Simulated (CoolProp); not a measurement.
Vapour-liquid equilibrium of methanol (1) + dimethyl carbonate (2) at 13.75 °C; x and y are mole fractions of (1).

Values from CoolProp's multi-fluid Helmholtz-energy mixture model, de Reuck 1993 and Zhou 2011; pair parameters Bell 2016.

```
x     bubble pressure, mixture model (MPa)  bubble pressure, Raoult's law (MPa)  y, mixture model  y, Raoult's law
----  ------------------------------------  -----------------------------------  ----------------  ---------------
0.05                              0.005598                             0.004231               [?]            0.109
0.15                                   [?]                             0.004757             0.539            0.291
0.25                              0.008873                             0.005283             0.625            0.437
0.35                              0.009502                             0.005809             0.669            0.556
0.45                              0.009837                             0.006334               [?]            0.655
0.55                                   [?]                             0.006860             0.713            0.740
0.65                               0.01014                             0.007386             0.732            0.812
0.75                               0.01020                             0.007912               [?]            0.875
0.85                               0.01014                             0.008437               [?]            0.929
0.95                              0.009717                             0.008963             0.907            0.978
```

Problem. Complete the blanks.

Solution. 
- 0.05, y, mixture model: 0.315
- 0.15, bubble pressure, mixture model (MPa): 0.007706
- 0.45, y, mixture model: 0.694
- 0.55, bubble pressure, mixture model (MPa): 0.01003
- 0.75, y, mixture model: 0.759
- 0.85, y, mixture model: 0.807

The largest gap from Raoult's law is +68.0 % in bubble pressure, at x = 0.25. y crosses x between x = 0.75 and 0.85: the model has an azeotrope there.

The pair parameters rest on a limited set of measurements; away from them the model extrapolates. With so large a gap from Raoult's law the liquid may split in two, which this calculation doesn't test in full.
